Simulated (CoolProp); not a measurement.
Saturation properties of R114 (Tc = 420.6 K, pc = 3352 kPa, ω = 0.252).

Computed with CoolProp (reference Helmholtz-energy equation of state, Platzer 1990). This equation is an older, rougher fit; its heat capacities, sound speeds and derivatives of the liquid may be far off and weren't checked against measurements.

```csv
T (K),p (kPa),vapour density (kg/m³),surface tension (mN/m)
290.6,[?],[?],11.8
299.6,[?],16.58,10.8
308.5,295.3,[?],9.78
317.5,382.8,27.71,8.79
326.5,[?],35.21,7.82
335.5,614.7,44.32,6.87
344.5,[?],55.34,5.95
353.4,[?],68.54,[?]
```

### Question
What belongs in the gaps?

### Answer

- 290.6, p (kPa): 167.0
- 290.6, vapour density (kg/m³): 12.52
- 299.6, p (kPa): 224.6
- 308.5, vapour density (kg/m³): 21.55
- 326.5, p (kPa): 488.5
- 344.5, p (kPa): 763.7
- 353.4, p (kPa): 935.9
- 353.4, surface tension (mN/m): 5.07

It boils at 276.7 K under 1 atm.

Surface tension comes from a separate correlation (Mulero 2012).
